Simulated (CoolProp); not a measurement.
Vapour-liquid equilibrium of R22 (1) + R152A (2) at 276.8 K; x and y are mole fractions of (1).

Values from CoolProp's multi-fluid Helmholtz-energy mixture model, Kamei 1995 and Outcalt 1996; pair parameters Bell 2016.

```
x      bubble pressure (MPa)  y at the bubble point  dew pressure at overall composition x (MPa)  liquid density (mol/L)
-----  ---------------------  ---------------------  -------------------------------------------  ----------------------
0.05                  0.3099                  0.076                                       0.3065                   14.41
0.125                 0.3246                  0.185                                       0.3163                   14.44
0.2                   0.3400                  0.286                                       0.3268                   14.47
0.275                 0.3561                  0.381                                       0.3382                   14.49
0.35                  0.3731                  0.470                                       0.3506                   14.52
0.425                 0.3911                  0.554                                       0.3642                   14.55
0.5                   0.4100                  0.631                                       0.3793                   14.57
0.575                 0.4300                  0.703                                       0.3960                   14.59
0.65                  0.4509                  0.769                                       0.4150                   14.62
0.725                 0.4729                  0.828                                       0.4367                   14.63
0.8                   0.4957                  0.883                                       0.4621                   14.65
0.875                 0.5193                  0.931                                       0.4923                   14.66
0.95                  0.5435                  0.974                                       0.5294                   14.67
```

No azeotrope shows between x = 0.05 and 0.95.

The pair parameters rest on a limited set of measurements; away from them the model extrapolates.
